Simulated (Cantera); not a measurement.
# Low-pressure radical oxidation in H2/O2

An isothermal, constant-pressure homogeneous reactor starts with H₂ : O₂ = 0.014 : 1 (molar parts), equivalence ratio 0.0070, at 1375 K and 20.0 Torr.

Detailed kinetics in Cantera: the H2/O2 subset of GRI-Mech 3.0, which has no nitrogen chemistry. Radical loss at walls, strong at low pressure, is not modelled.

```json
[
 {"t (s)": "3.00e-5", "x H₂": "0.0138", "x O₂": "0.986", "x O": "9.25e-9", "x H₂O": "1.14e-9", "x OH": "8.92e-9", "x H₂O₂": "1.72e-12"},
 {"t (s)": "0.000180", "x H₂": "0.0138", "x O₂": "0.986", "x O": "1.54e-7", "x H₂O": "9.73e-8", "x OH": "1.32e-7", "x H₂O₂": "5.79e-11"},
 {"t (s)": "0.00108", "x H₂": "0.0134", "x O₂": "0.986", "x O": "0.000251", "x H₂O": "0.000283", "x OH": "0.000203", "x H₂O₂": "2.24e-9"},
 {"t (s)": "0.00646", "x H₂": "7.05e-5", "x O₂": "0.974", "x O": "0.0111", "x H₂O": "0.0127", "x OH": "0.00166", "x H₂O₂": "3.01e-8"},
 {"t (s)": "0.0387", "x H₂": "4.77e-5", "x O₂": "0.978", "x O": "0.00738", "x H₂O": "0.0130", "x OH": "0.00137", "x H₂O₂": "2.68e-8"},
 {"t (s)": "0.232", "x H₂": "1.07e-5", "x O₂": "0.984", "x O": "0.00161", "x H₂O": "0.0135", "x OH": "0.000651", "x H₂O₂": "1.46e-8"},
 {"t (s)": "1.39", "x H₂": "7.05e-7", "x O₂": "0.986", "x O": "0.000104", "x H₂O": "0.0138", "x OH": "0.000167", "x H₂O₂": "2.79e-9"},
 {"t (s)": "8.35", "x H₂": "5.21e-8", "x O₂": "0.986", "x O": "7.69e-6", "x H₂O": "0.0139", "x OH": "4.57e-5", "x H₂O₂": "3.56e-10"},
 {"t (s)": "50.0", "x H₂": "2.64e-8", "x O₂": "0.986", "x O": "3.90e-6", "x H₂O": "0.0139", "x OH": "3.25e-5", "x H₂O₂": "2.13e-10"},
 {"t (s)": "300", "x H₂": "2.64e-8", "x O₂": "0.986", "x O": "3.90e-6", "x H₂O": "0.0139", "x OH": "3.25e-5", "x H₂O₂": "2.13e-10"}
]
```
x: mole fraction; the columns are a selection and need not sum to one.

Equilibrium at this temperature and pressure: H₂ 2.64e-8, O₂ 0.986, O 3.90e-6, H₂O 0.0139, OH 3.25e-5, H₂O₂ 2.13e-10 (gas phase only).
